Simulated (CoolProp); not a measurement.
Vapour-liquid equilibrium of R13 (1) + propylene (2) at 0.0116 MPa; x and y are mole fractions of (1).

Values from CoolProp's multi-fluid Helmholtz-energy mixture model, Platzer 1990 and Lemmon 2013; pair parameters Bell 2016. This equation is an older, rougher fit; its heat capacities, sound speeds and derivatives of the liquid may be far off and weren't checked against measurements.

```csv
x,bubble temperature (K),y at the bubble point,dew temperature at overall composition x (K),liquid density (mol/L)
0.05,178.4,0.494,186.4,15.77
0.15,170.2,0.766,184.9,15.91
0.25,166.4,0.845,183.3,15.93
0.35,164.4,0.881,?,15.91
0.45,163.1,?,179.4,15.87
0.55,162.2,0.917,?,15.82
0.65,161.5,0.930,?,15.78
0.75,160.8,0.944,170.8,15.74
0.85,160.2,0.961,166.1,15.72
0.95,159.4,0.984,160.6,15.70
```

Task: Some entries are withheld; supply them.

Result: 
- 0.35, dew temperature at overall composition x (K): 181.5
- 0.45, y at the bubble point: 0.902
- 0.55, dew temperature at overall composition x (K): 177.1
- 0.65, dew temperature at overall composition x (K): 174.3

No azeotrope shows between x = 0.05 and 0.95.

The pair parameters rest on a limited set of measurements; away from them the model extrapolates.
